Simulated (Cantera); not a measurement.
Charge: 1 mol Si, 1.9 mol Cl₂, 27 mol H₂, held at 10000 Pa.

Cantera equilibrium calculation (NASA polynomials, part measured and part estimated; ideal gas, pure solids and liquids). Candidate condensed phases: Si; 19 gas species. The numbers say what is thermodynamically allowed, not how fast it happens.

Over these rows the condensed part is Si(s). Partial pressures as log10 of bar:

```tsv
T (K)	1000/T (1/K)	log p SiCl₂	log p H₂	log p HCl	log p SiCl₄
1000	1.0000	-4.43	-1.02	-2.84	-2.66
1050	0.9524	?	-1.02	-2.68	-2.70
1100	0.9091	-3.73	-1.03	-2.53	-2.75
1150	0.8696	-3.45	-1.03	-2.41	-2.83
1200	0.8333	-3.21	-1.03	-2.31	-2.94
1250	0.8000	-3.02	-1.04	-2.23	-3.10
```

### Question
Fit log p(SiCl₂) = a + b·(1000/T) to the five rows, give the apparent enthalpy, and predict the row at 1050 K.

### Answer
Means: 1000/T = 0.8824, log p = -3.568. Sxy = -0.169940, Sxx = 0.0239071, so b = -7.11 and a = -3.568 − (-7.11)×0.8824 = 2.71.
Apparent enthalpy: −19.145 × (-7.11) = 136 kJ/mol. With the condensed phases at unit activity, 1/2 Si(s) + 1/2 SiCl₄(g) = SiCl₂(g) links this pressure to the main gases: over the six rows their terms move log p by -0.22 in all, so the slope isn't that reaction's ΔH° alone. The five rows lie within 0.04 of the line.
Prediction at 1050 K: 2.71 + (-7.11)×0.9524 = -4.06. The computed value is -4.06, 0.00 from the line.
